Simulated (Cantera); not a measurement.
A freely propagating, adiabatic, planar premixed flame of CO : H₂ : O₂ : N₂ = 1 : 0.058 : 0.378 : 1.36 (molar parts), unburnt at 300 K and 82.5 Torr; mixture-averaged transport, grid criteria slope 0.08 and curve 0.16, no radiation.

Cantera simulation using GRI-Mech 3.0 (53 species, 325 reactions); the numbers are that mechanism's predictions, not measurements. Burning velocities carry a grid error of a few per cent, more on coarse grids.

x: mole fraction of selected species; z is measured from the peak of heat release.

```json
[
 {"z (mm)": "-31.5", "T (K)": "300", "u (m/s)": "0.623", "x CO": "0.358", "x H₂": "0.0207", "x O₂": "0.135", "x NO": "<1e-8", "x H₂O": "<1e-8", "x HO₂": "<1e-8"},
 {"z (mm)": "-21.0", "T (K)": "300", "u (m/s)": "0.623", "x CO": "0.358", "x H₂": "0.0207", "x O₂": "0.135", "x NO": "<1e-8", "x H₂O": "<1e-8", "x HO₂": "<1e-8"},
 {"z (mm)": "-15.7", "T (K)": "300", "u (m/s)": "0.623", "x CO": "0.358", "x H₂": "0.0207", "x O₂": "0.135", "x NO": "<1e-8", "x H₂O": "<1e-8", "x HO₂": "<1e-8"},
 {"z (mm)": "-10.5", "T (K)": "300", "u (m/s)": "0.623", "x CO": "0.358", "x H₂": "0.0207", "x O₂": "0.135", "x NO": "<1e-8", "x H₂O": "<1e-8", "x HO₂": "<1e-8"},
 {"z (mm)": "-5.25", "T (K)": "300", "u (m/s)": "0.623", "x CO": "0.358", "x H₂": "0.0206", "x O₂": "0.135", "x NO": "<1e-8", "x H₂O": "1.00e-6", "x HO₂": "2.50e-7"},
 {"z (mm)": "-2.62", "T (K)": "313", "u (m/s)": "0.649", "x CO": "0.358", "x H₂": "0.0201", "x O₂": "0.135", "x NO": "<1e-8", "x H₂O": "0.000131", "x HO₂": "4.67e-5"},
 {"z (mm)": "0", "T (K)": "702", "u (m/s)": "1.44", "x CO": "0.335", "x H₂": "0.0156", "x O₂": "0.121", "x NO": "9.08e-8", "x H₂O": "0.00480", "x HO₂": "2.35e-5"},
 {"z (mm)": "2.62", "T (K)": "1102", "u (m/s)": "2.22", "x CO": "0.276", "x H₂": "0.00438", "x O₂": "0.0818", "x NO": "1.98e-6", "x H₂O": "0.0109", "x HO₂": "5.25e-6"},
 {"z (mm)": "5.25", "T (K)": "1322", "u (m/s)": "2.61", "x CO": "0.221", "x H₂": "0.00150", "x O₂": "0.0465", "x NO": "8.02e-6", "x H₂O": "0.00760", "x HO₂": "1.93e-6"},
 {"z (mm)": "10.5", "T (K)": "1505", "u (m/s)": "2.91", "x CO": "0.192", "x H₂": "0.00181", "x O₂": "0.0327", "x NO": "2.18e-5", "x H₂O": "0.00502", "x HO₂": "1.02e-6"},
 {"z (mm)": "21.0", "T (K)": "?", "u (m/s)": "3.19", "x CO": "0.188", "x H₂": "0.00240", "x O₂": "0.0309", "x NO": "?", "x H₂O": "?", "x HO₂": "?"},
 {"z (mm)": "42.0", "T (K)": "1827", "u (m/s)": "3.45", "x CO": "0.181", "x H₂": "0.00260", "x O₂": "0.0279", "x NO": "6.23e-5", "x H₂O": "0.0119", "x HO₂": "5.47e-7"},
 {"z (mm)": "83.9", "T (K)": "1978", "u (m/s)": "3.70", "x CO": "0.172", "x H₂": "0.00249", "x O₂": "0.0235", "x NO": "0.000108", "x H₂O": "0.0147", "x HO₂": "3.59e-7"}
]
```

### Question
Fill in the missing entries.

### Answer

- 21.0, T (K): 1667
- 21.0, x NO: 3.98e-5
- 21.0, x H₂O: 0.00837
- 21.0, x HO₂: 7.71e-7
